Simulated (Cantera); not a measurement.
A Cantera script and what it prints.

```python
import numpy as np
import cantera as ct

gas_names = [...]  # 91 gases of nasa_gas.yaml made of C, Cl, H
cond_names = """
    C(gr) C6H6(L) C7H8(L) C8H18(L),n-octa
""".split()


# ... load() reads the species with a 1 bar reference pressure and builds the phases ...
atoms = {
    'CH3Cl': {'C': 1, 'H': 3, 'CL': 1},
    'H2': {'H': 2},
}
top_T = {'C(gr)': 4500}  # K; cautious upper limits of use, not melting points


# ... equilibrate(T, P, feed) seeds the gas with the atoms and calls Mixture.equilibrate('TP', solver="vcs", rtol=1e-11, max_steps=5000) ...
results = []
P = 100000  # Pa
for T in [900, 1100, 1300, 1500, 1700, 1900, 2100, 2300, 2500, 2700, 2900, 3100, 3300, 3500]:
    for m in [0.65, 0.9, 1.2, 1.7, 2.4, 3.3, 4.5, 6.3]:
        feed = {'CH3Cl': 1, 'H2': m}  # mol
        mix = equilibrate(T, P, feed)
        results.append((T, P, feed, dict(zip(mix.species_names, mix.species_moles))))

for T, P, feed, n in results:
    print(f"{T:7g} {feed['H2']:10.4g}  " + (" + ".join(c for c in cond_names if n.get(c, 0) > 1e-12) or "gas only"))
```

Result:

```
    900       0.65  C(gr)
    900        0.9  C(gr)
    900        1.2  C(gr)
    900        1.7  C(gr)
    900        2.4  C(gr)
    900        3.3  C(gr)
    900        4.5  C(gr)
    900        6.3  gas only
   1100       0.65  C(gr)
   1100        0.9  C(gr)
   1100        1.2  C(gr)
   1100        1.7  C(gr)
   1100        2.4  C(gr)
   1100        3.3  C(gr)
   1100        4.5  C(gr)
   1100        6.3  C(gr)
   1300       0.65  C(gr)
   1300        0.9  C(gr)
   1300        1.2  C(gr)
   1300        1.7  C(gr)
   1300        2.4  C(gr)
   1300        3.3  C(gr)
   1300        4.5  C(gr)
   1300        6.3  C(gr)
   1500       0.65  C(gr)
   1500        0.9  C(gr)
   1500        1.2  C(gr)
   1500        1.7  C(gr)
   1500        2.4  C(gr)
   1500        3.3  C(gr)
   1500        4.5  C(gr)
   1500        6.3  C(gr)
   1700       0.65  C(gr)
   1700        0.9  C(gr)
   1700        1.2  C(gr)
   1700        1.7  C(gr)
   1700        2.4  C(gr)
   1700        3.3  C(gr)
   1700        4.5  C(gr)
   1700        6.3  C(gr)
   1900       0.65  C(gr)
   1900        0.9  C(gr)
   1900        1.2  C(gr)
   1900        1.7  C(gr)
   1900        2.4  C(gr)
   1900        3.3  C(gr)
   1900        4.5  C(gr)
   1900        6.3  C(gr)
   2100       0.65  C(gr)
   2100        0.9  C(gr)
   2100        1.2  C(gr)
   2100        1.7  C(gr)
   2100        2.4  C(gr)
   2100        3.3  C(gr)
   2100        4.5  C(gr)
   2100        6.3  C(gr)
   2300       0.65  C(gr)
   2300        0.9  C(gr)
   2300        1.2  C(gr)
   2300        1.7  C(gr)
   2300        2.4  C(gr)
   2300        3.3  C(gr)
   2300        4.5  C(gr)
   2300        6.3  C(gr)
   2500       0.65  C(gr)
   2500        0.9  C(gr)
   2500        1.2  C(gr)
   2500        1.7  C(gr)
   2500        2.4  C(gr)
   2500        3.3  C(gr)
   2500        4.5  C(gr)
   2500        6.3  C(gr)
   2700       0.65  C(gr)
   2700        0.9  C(gr)
   2700        1.2  C(gr)
   2700        1.7  C(gr)
   2700        2.4  C(gr)
   2700        3.3  C(gr)
   2700        4.5  C(gr)
   2700        6.3  C(gr)
   2900       0.65  C(gr)
   2900        0.9  C(gr)
   2900        1.2  C(gr)
   2900        1.7  C(gr)
   2900        2.4  C(gr)
   2900        3.3  C(gr)
   2900        4.5  C(gr)
   2900        6.3  C(gr)
   3100       0.65  C(gr)
   3100        0.9  C(gr)
   3100        1.2  C(gr)
   3100        1.7  C(gr)
   3100        2.4  C(gr)
   3100        3.3  C(gr)
   3100        4.5  C(gr)
   3100        6.3  gas only
   3300       0.65  C(gr)
   3300        0.9  C(gr)
   3300        1.2  C(gr)
   3300        1.7  C(gr)
   3300        2.4  C(gr)
   3300        3.3  gas only
   3300        4.5  gas only
   3300        6.3  gas only
   3500       0.65  gas only
   3500        0.9  gas only
   3500        1.2  gas only
   3500        1.7  gas only
   3500        2.4  gas only
   3500        3.3  gas only
   3500        4.5  gas only
   3500        6.3  gas only
```

Method: chemical equilibrium by Gibbs-energy minimisation in Cantera with the NASA 1993 tables (ideal gas, pure condensed phases).
